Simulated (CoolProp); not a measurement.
The numbers come from the reference Helmholtz-energy equation of state, de Reuck 1993 in CoolProp.

For methanol, give the phase and the Z, cp (kJ/(kg K)), expansivity (1/kK), viscosity (µPa s) at 270.6 K and 8.92 MPa.


- 270.6 K and 8.92 MPa: liquid; Z 0.155, cp 2.38, expansivity 1.10, viscosity 886

Viscosity comes from a separate model (Xiang 2006).
